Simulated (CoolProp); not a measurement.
Dimethyl carbonate at 328.55 K and 0.0102 MPa is throttled through a valve to 0.00522 MPa with no heat exchange. Each further row changes one setting.

Computed with CoolProp (reference Helmholtz-energy equation of state, Zhou 2011).

```csv
case,temperature change (K),final density (kg/m³)
as stated,-0.2,…
outlet pressure 0.00157 MPa,…,…
outlet pressure 0.00679 MPa,…,…
```

Some entries are withheld; supply them.


- as stated, final density (kg/m³): 0.173
- outlet pressure 0.00157 MPa, temperature change (K): -0.3
- outlet pressure 0.00157 MPa, final density (kg/m³): 0.0518
- outlet pressure 0.00679 MPa, temperature change (K): -0.1
- outlet pressure 0.00679 MPa, final density (kg/m³): 0.225
